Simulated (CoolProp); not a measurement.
Model: reference Helmholtz-energy equation of state, Thol 2016, in CoolProp.

### Question
For hexamethyldisiloxane (MM), give the phase and the speed of sound (m/s), Joule-Thomson coefficient (K/MPa) at 388.5 K and 2050 kPa; 429.4 K and 2050 kPa; 531.6 K and 2050 kPa.

### Answer
- 388.5 K and 2050 kPa: liquid; speed of sound 598, Joule-Thomson coefficient -0.206
- 429.4 K and 2050 kPa: liquid; speed of sound 468, Joule-Thomson coefficient -0.00812
- 531.6 K and 2050 kPa: supercritical; speed of sound 84.1, Joule-Thomson coefficient 21.5
